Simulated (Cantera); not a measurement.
A Cantera script and its output.

```python
import numpy as np
import cantera as ct

gas = ct.Solution("gri30.yaml")
gas.TPX = 1475, 1000000, {'CH4': 1, 'CO2': 2.3, 'H2': 0.17}
reactor = ct.IdealGasConstPressureReactor(gas, energy="off", clone=False)
net = ct.ReactorNet([reactor])
net.rtol, net.atol = 1e-08, 1e-18
show = ['CH4', 'CO2', 'H2', 'C2H', 'H2O', 'CH2CO', 'O']
times = np.geomspace(3e-05, 20, 12)

steps = ct.SolutionArray(gas, extra=["t"])
rows = []
print(f"{'t/s':>10s}{'T/K':>9s}{'P/Pa':>11s}" + "".join(f"{s:>11s}" for s in show))
for t in times:
    while net.time < t:
        t_next = net.step()
        steps.append(gas.state, t=t_next)
    rows.append([np.interp(t, steps.t, y) for y in (steps.T, steps.P, *steps(*show).X.T)])
    print(f"{t:10.3e}{rows[-1][0]:9.1f}{rows[-1][1]:11.4g}" + "".join(f"{x:11.3e}" for x in rows[-1][2:]))
rate = np.gradient(steps.T, steps.t)
print("integrator steps:", len(steps.t))
if steps.T.max() > steps.T[0] + 200:
    print(f"time of steepest temperature rise: {steps.t[rate.argmax()]:.4e} s")
gas.TPX = 1475, 1000000, {'CH4': 1, 'CO2': 2.3, 'H2': 0.17}
gas.equilibrate("TP")
print(f"equilibrium (TP): T = {gas.T:.1f} K  " + "  ".join(f"{s} {gas[s].X[0]:.3e}" for s in show))
```

It prints:

```
       t/s      T/K       P/Pa        CH4        CO2         H2        C2H        H2O      CH2CO          O
 3.000e-05   1475.0      1e+06  2.882e-01  6.628e-01  4.900e-02  2.689e-19  3.740e-06  1.756e-13  1.044e-14
 1.015e-04   1475.0      1e+06  2.881e-01  6.628e-01  4.901e-02  3.126e-17  2.424e-05  8.432e-12  1.676e-14
 3.436e-04   1475.0      1e+06  2.879e-01  6.627e-01  4.904e-02  1.044e-15  1.042e-04  1.541e-10  1.957e-14
 1.163e-03   1475.0      1e+06  2.872e-01  6.623e-01  4.916e-02  3.873e-14  4.213e-04  2.301e-09  2.694e-14
 3.935e-03   1475.0      1e+06  2.847e-01  6.604e-01  4.983e-02  1.444e-12  1.742e-03  2.835e-08  3.824e-14
 1.332e-02   1475.0      1e+06  2.759e-01  6.520e-01  5.328e-02  2.375e-11  6.739e-03  2.157e-07  4.717e-14
 4.506e-02   1475.0      1e+06  2.485e-01  6.204e-01  6.414e-02  1.545e-10  2.530e-02  1.480e-06  6.534e-14
 1.525e-01   1475.0      1e+06  1.817e-01  5.223e-01  7.216e-02  5.219e-10  9.000e-02  9.584e-06  1.061e-13
 5.160e-01   1475.0      1e+06  8.567e-02  3.538e-01  7.007e-02  1.255e-09  1.983e-01  4.015e-05  1.664e-13
 1.746e+00   1475.0      1e+06  6.657e-02  2.759e-01  9.273e-02  9.188e-10  2.032e-01  2.895e-05  2.167e-13
 5.910e+00   1475.0      1e+06  6.628e-02  2.162e-01  1.295e-01  2.848e-10  1.779e-01  9.663e-06  2.635e-13
 2.000e+01   1475.0      1e+06  4.727e-02  1.615e-01  1.784e-01  4.800e-11  1.590e-01  2.686e-06  2.860e-13
integrator steps: 1348
equilibrium (TP): T = 1475.0 K  CH4 3.929e-05  CO2 1.033e-01  H2 2.622e-01  C2H 8.950e-18  H2O 1.344e-01  CH2CO 1.148e-09  O 2.008e-13
```

Detailed kinetics in Cantera: GRI-Mech 3.0 (53 species, 325 reactions).
